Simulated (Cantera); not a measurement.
An isothermal, constant-pressure homogeneous reactor starts with C2H6 : N2 = 1 : 13 (molar parts), at 1800 K and 15.0 Torr. Integrator tolerance rtol = 1e-08.

Model: GRI-Mech 3.0 (53 species, 325 reactions), integrated in Cantera. GRI-Mech 3.0 stops at C3 and has no aromatics, soot or wall deposition, so with more carbon than oxygen in the feed, carbon stays in small species such as C2H2 where larger ones or solid carbon would form. Radical loss at walls, strong at low pressure, is not modelled.

```
quantity                                              before                                      after
-----------------  -----------------------------------------  -----------------------------------------
x(C2H6) at 10.0 s  2.38e-11 (gas-phase equilibrium 4.13e-12)    1.18e-6 (gas-phase equilibrium 4.75e-8)
x(C2H2) at 10.0 s      0.0624 (gas-phase equilibrium 0.0222)      0.0456 (gas-phase equilibrium 0.0308)
x(C2H) at 10.0 s     3.94e-6 (gas-phase equilibrium 1.40e-6)  1.54e-10 (gas-phase equilibrium 1.68e-10)
x(C2H4) at 10.0 s    3.61e-6 (gas-phase equilibrium 1.28e-6)   0.00987 (gas-phase equilibrium 0.000299)
x(CH4) at 10.0 s     2.01e-5 (gas-phase equilibrium 7.55e-6)     0.0175 (gas-phase equilibrium 0.00220)
```

### Question
What was changed between the two runs?
A) temperature 1800 to 1275 K
B) pressure from 15.0 Torr to 100.0 Torr
C) pressure from 15.0 Torr to 20.0 Torr
D) C2H6 1 to 0.18 parts

### Answer
A, temperature 1800 to 1275 K
